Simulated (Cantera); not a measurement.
Charge: 1 mol CuO, 0.97 mol CH₄, 1.6 mol H₂, 1.4 mol C, held at 101000 Pa.

Cantera equilibrium calculation (NASA polynomials, part measured and part estimated; ideal gas, pure solids and liquids). Candidate condensed phases: C, C₆H₆, C₇H₈, C₈H₁₈, Cu, CuO, Cu(OH)₂, Cu₂O, H₂O; 113 gas species. Equilibrium is a limit: real reactors are often held back by kinetics, nucleation or transport. All values below are at 1350 K.

Base state: H₂ 0.775, CO 0.220, CH₄ 0.00351, H₂O 0.000990, CO₂ 0.000143 (mole fractions); condensed: C(graphite) + Cu(s).

Question: What changes in the equilibrium state with this change: CuO replaced by MgO?

Answer: 
| species | before | after |
|---|---|---|
| H₂ | 0.775 | 0.994 |
| CH₄ | 0.00351 | 0.00577 |
| CO | 0.220 | 4.76e-5 |
| Mg | 0 | 4.74e-5 |
| CO₂ | 0.000143 | <1e-9 |
| H₂O | 0.000990 | 2.75e-7 |
| C(graphite), mol | 1.36 | 2.35 |
| Cu(s), mol | 1.000 | 0 |
| MgO(s), mol | 0 | 1.000 |
Further candidate phases: Mg, MgCO₃, MgO, Mg(OH)₂.
